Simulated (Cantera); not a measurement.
Equilibrium for silicon oxide and oxynitride deposition: SiH2Cl2 + O2 + N2

Feed: 1 mol SiH2Cl2, 0.5 mol O2, 130 mol N2, equilibrated at 2.20 mbar.

Method: chemical equilibrium by Gibbs-energy minimisation in Cantera with the NASA 1993 tables (ideal gas, pure condensed phases). Candidate condensed phases: H2O, NH4Cl, Si, SiO2, Si2N2O, Si3N4; 47 gas species. N2 is the only nitrogen source here; it is nearly inert below about 1500 K, so the nitride shown seldom forms there in practice. Mutual solubility and eutectic melting of coexisting phases are not modelled. The tables' values for SiCl3 are old estimates; treat these amounts as uncertain. The tables hold silica as quartz up to 1696 K and as liquid above; real silica turns to tridymite and cristobalite and melts near 1996 K. Equilibrium is a limit: real reactors are often held back by kinetics, nucleation or transport.

From 925 K to 1450 K the condensed part is SiO2(β-quartz) + Si2N2O(s). From 1525 K to 1600 K the condensed part is SiO2(β-quartz). From 1675 K to 1825 K nothing is condensed. The main Si-bearing gas is SiCl4 at 925 K and SiO at 1825 K.

| T (K) | log p N2 | log p HCl | log p SiO | log p Cl | log p H2 | n SiO2(β-quartz) | n Si2N2O(s) |
|---|---|---|---|---|---|---|---|
| 925 | -2.66 | -4.48 | <-14 | -10.79 | -6.58 | 0.336 | 0.328 |
| 1000 | -2.66 | -4.48 | -13.58 | -9.90 | -6.52 | 0.336 | 0.327 |
| 1075 | -2.66 | -4.48 | -11.73 | -9.13 | -6.47 | 0.337 | 0.327 |
| 1150 | -2.66 | -4.49 | -10.11 | -8.46 | -6.42 | 0.337 | 0.326 |
| 1225 | -2.66 | -4.49 | -8.70 | -7.88 | -6.36 | 0.338 | 0.324 |
| 1300 | -2.66 | -4.49 | -7.46 | -7.38 | -6.28 | 0.339 | 0.320 |
| 1375 | -2.66 | -4.50 | -6.36 | -6.99 | -6.12 | 0.336 | 0.301 |
| 1450 | -2.67 | -4.51 | -5.37 | -6.68 | -5.88 | 0.270 | 0.202 |
| 1525 | -2.67 | -4.51 | -4.83 | -6.27 | -5.92 | 0.0550 | 0 |
| 1600 | -2.67 | -4.50 | -4.79 | -5.83 | -6.07 | 0.00822 | 0 |
| 1675 | -2.67 | -4.52 | -4.78 | -5.60 | -5.92 | 0 | 0 |
| 1750 | -2.67 | -4.54 | -4.78 | -5.41 | -5.75 | 0 | 0 |
| 1825 | -2.67 | -4.56 | -4.78 | -5.24 | -5.60 | 0 | 0 |
log p: log10 of the partial pressure in bar; n: condensed amount in mol.
